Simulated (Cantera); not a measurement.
What does this Cantera script print?

```python
import numpy as np
import cantera as ct

surf = ct.Interface("diamond.yaml", "diamond_100")
gas, bulk = surf.adjacent["gas"], surf.adjacent["diamond"]
k = surf.kinetics_species_index(bulk.species_names[0])
cover = ["c6HH", "c6H*", "c6*H", "c6**", "c6HM", "c6B"]

rows, drift = [], 0.0
print(f"{'P':>10s}{'um/h':>11s}" + "".join(f"{s:>11s}" for s in cover))
for v in [970, 1500, 2200, 3300, 5000, 7500, 11000, 17000]:
    T, P, xH, xCH3 = 1050, v, 0.05, 3.7e-05
    gas.TPX = T, P, {"H": xH, "CH3": xCH3, "CH4": 0.0051, "H2": 1 - xH - xCH3 - 0.0051}
    surf.TP = bulk.TP = T, P
    surf.coverages = "c6H*:0.1, c6HH:0.9"
    surf.advance_coverages(100.0)
    before = surf.coverages
    surf.advance_coverages(100.0)
    drift = max(drift, np.max(np.abs(surf.coverages - before) / (surf.coverages + 1e-9)))
    rate = surf.net_production_rates[k] * bulk.mean_molecular_weight / bulk.density * 3.6e9
    rows.append([rate, *surf[cover].coverages])
    print(f"{v:10.4g}{rate:11.4e}" + "".join(f"{x:11.3e}" for x in rows[-1][1:]))
```

Result:

```
         P       um/h       c6HH       c6H*       c6*H       c6**       c6HM        c6B
       970 2.2316e-01  5.520e-01  2.305e-02  4.107e-01  1.377e-02  3.116e-04  6.056e-10
      1500 3.5246e-01  5.520e-01  2.311e-02  4.107e-01  1.378e-02  3.185e-04  9.564e-10
      2200 5.2358e-01  5.520e-01  2.318e-02  4.106e-01  1.380e-02  3.227e-04  1.421e-09
      3300 7.9296e-01  5.520e-01  2.330e-02  4.105e-01  1.382e-02  3.259e-04  2.152e-09
      5000 1.2102e+00  5.519e-01  2.348e-02  4.103e-01  1.385e-02  3.283e-04  3.284e-09
      7500 1.8255e+00  5.519e-01  2.375e-02  4.100e-01  1.389e-02  3.301e-04  4.954e-09
   1.1e+04 2.6906e+00  5.519e-01  2.412e-02  4.096e-01  1.396e-02  3.316e-04  7.301e-09
   1.7e+04 4.1838e+00  5.518e-01  2.475e-02  4.089e-01  1.407e-02  3.334e-04  1.135e-08
```

Model: the Harris–Goodwin 1993 mechanism for the reconstructed diamond (100) surface, integrated in Cantera.
